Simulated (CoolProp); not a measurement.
Saturation properties of n-perfluorohexane (Tc = 448.0 K, pc = 1.742 MPa, ω = 0.497).

Model: reference Helmholtz-energy equation of state, Gao 2022, in CoolProp.

| T (K) | p (MPa) | liquid density (kg/m³) | vapour density (kg/m³) | liquid cp (kJ/(kg K)) |
|---|---|---|---|---|
| 282.9 | 0.01440 | 1720 | 2.100 | 1.023 |
| 296.9 | 0.02784 | 1680 | 3.905 | 1.045 |
| 310.9 | 0.04994 | 1638 | 6.781 | 1.067 |
| 324.9 | 0.08415 | 1595 | 11.14 | 1.089 |
| 338.9 | 0.1345 | 1550 | 17.48 | 1.112 |
| 352.9 | 0.2055 | 1502 | 26.45 | 1.137 |
| 366.9 | 0.3022 | 1451 | 38.93 | 1.164 |
| 380.9 | 0.4302 | 1394 | 56.14 | 1.195 |
| 394.9 | 0.5959 | 1329 | 80.04 | 1.234 |
| 408.9 | 0.8066 | 1252 | 114.1 | 1.291 |
| 422.9 | 1.072 | 1155 | 166.1 | 1.396 |
| 436.9 | 1.406 | 1012 | 260.8 | 1.743 |

It boils at 330.3 K under 1 atm.
